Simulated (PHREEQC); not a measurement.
0.046 g of hydrous ferric oxide (600 m²/g; 0.2 weak and 0.005 strong sites per Fe, Dzombak-Morel constants, diffuse double layer) in 1 kg of water with 0.1 mol/kgw of an inert sodium salt and 0.1 mmol/kgw Na2SeO4, 0.096 mmol/kgw H3BO3 and 0.0073 mmol/kgw NaH2PO4, at 25 °C; the pH is set by adding NaOH or the inert anion's acid. Oxygen alone is held at its pressure in air (log pO2 = -0.68). The system is closed to CO2. No solid was allowed to form.

Base run: PHREEQC, ion-association model, wateq4f.dat. Each further column changes one thing. The table gives P sorbed (%).

```csv
pH,base,no electrostatic term (-no_edl),background salt from 0.1 to 0.01 mol/kgw,oxide from 0.046 to 0.23 g/kgw,0.00027 mol/kgw NaF added
3,99.1,66.2,99.1,99.9,98.9
3.38,99.2,67.6,99.3,99.9,99.0
4.12,99.5,68.6,99.6,100.0,99.3
4.5,99.7,69.1,99.7,100.0,99.5
4.88,99.8,70.1,99.8,100.0,99.7
5.62,99.9,75.4,99.9,100.0,99.8
6,99.9,80.5,99.9,100.0,99.8
6.38,99.8,85.7,99.9,100.0,99.7
7.12,99.2,90.9,99.6,99.9,99.0
7.5,97.3,90.9,98.6,99.7,97.1
7.88,90.7,89.9,94.4,98.8,90.3
8.62,46.1,85.2,52.8,84.3,45.8
9,20.2,79.3,22.7,57.4,20.1
```

H3PO4, which wateq4f.dat lacks, is added to it with the constant of phreeqc.dat. The oxide is taken as insoluble; below pH 4 it would dissolve. Real BF4- forms and hydrolyses slowly; the run takes it at equilibrium.
